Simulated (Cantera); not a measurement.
# Hydrocarbon pyrolysis for carbon deposition

An isothermal, constant-pressure homogeneous reactor starts with CH4 : N2 = 1 : 49 (molar parts), at 1500 K and 0.260 bar.

Detailed kinetics in Cantera: GRI-Mech 3.0 (53 species, 325 reactions). GRI-Mech 3.0 stops at C3 and has no aromatics, soot or wall deposition, so with more carbon than oxygen in the feed, carbon stays in small species such as C2H2 where larger ones or solid carbon would form.

```tsv
t (s)	x CH4	x H	x HCN	x C2H4	x CH3	x C2H
1.00e-5	0.0200	9.76e-9	<1e-12	<1e-12	2.13e-8	<1e-12
2.59e-5	0.0200	1.42e-8	<1e-12	<1e-12	6.61e-8	<1e-12
6.69e-5	0.0200	1.53e-8	<1e-12	<1e-12	1.92e-7	<1e-12
0.000173	0.0200	1.53e-8	<1e-12	1.17e-11	5.22e-7	<1e-12
0.000448	0.0200	1.54e-8	<1e-12	2.27e-10	1.37e-6	<1e-12
0.00116	0.0200	1.55e-8	<1e-12	4.08e-9	3.56e-6	<1e-12
0.00299	0.0200	1.68e-8	<1e-12	6.95e-8	8.99e-6	<1e-12
0.00775	0.0200	2.34e-8	<1e-12	1.04e-6	2.09e-5	<1e-12
0.0200	0.0199	5.17e-8	2.87e-12	1.22e-5	4.21e-5	<1e-12
0.0518	0.0196	1.74e-7	4.44e-11	0.000105	7.34e-5	1.48e-11
0.134	0.0183	6.31e-7	7.59e-10	0.000446	8.96e-5	1.83e-10
0.347	0.0157	1.34e-6	4.75e-9	0.000399	6.62e-5	7.18e-10
0.897	0.0121	2.19e-6	1.58e-8	0.000152	4.54e-5	1.34e-9
2.32	0.00778	3.24e-6	4.19e-8	5.63e-5	2.81e-5	2.02e-9
6.00	0.00391	4.36e-6	9.15e-8	2.50e-5	1.45e-5	2.73e-9
```
x: mole fraction; the columns are a selection and need not sum to one.

Equilibrium at this temperature and pressure: CH4 3.91e-5, H 5.95e-6, HCN 0.0171, C2H4 2.69e-6, CH3 1.61e-7, C2H 4.77e-10 (gas phase only).
